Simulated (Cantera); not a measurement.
An adiabatic, constant-pressure homogeneous reactor starts with 16.7 % CO, 0.634 % H₂, 9.31 % O₂, 64.2 % N₂, 9.17 % H₂O, equivalence ratio 0.93, at 1550 K and 1.88 atm.

Detailed kinetics in Cantera: GRI-Mech 3.0 (53 species, 325 reactions).

Problem. Predict: time of steepest temperature rise; temperature at 0.700 s; equilibrium temperature; x(CO) at 0.700 s; x(H₂) at 0.700 s; x(O₂) at 0.700 s; x(H₂O₂) at 0.700 s; x(O) at 0.700 s; x(HO₂) at 0.700 s; x(CO₂) at 0.700 s.

Solution. 
| Property | Value |
|---|---|
| time of steepest temperature rise | 40.5 µs |
| temperature at 0.700 s | 2515 K |
| equilibrium temperature | 2515 K |
| x(CO) at 0.700 s | 0.0313 (gas-phase equilibrium 0.0313) |
| x(H₂) at 0.700 s | 0.00333 (gas-phase equilibrium 0.00333) |
| x(O₂) at 0.700 s | 0.0188 (gas-phase equilibrium 0.0188) |
| x(H₂O₂) at 0.700 s | 1.34e-7 (gas-phase equilibrium 1.34e-7) |
| x(O) at 0.700 s | 0.00156 (gas-phase equilibrium 0.00156) |
| x(HO₂) at 0.700 s | 2.82e-6 (gas-phase equilibrium 2.82e-6) |
| x(CO₂) at 0.700 s | 0.147 (gas-phase equilibrium 0.147) |
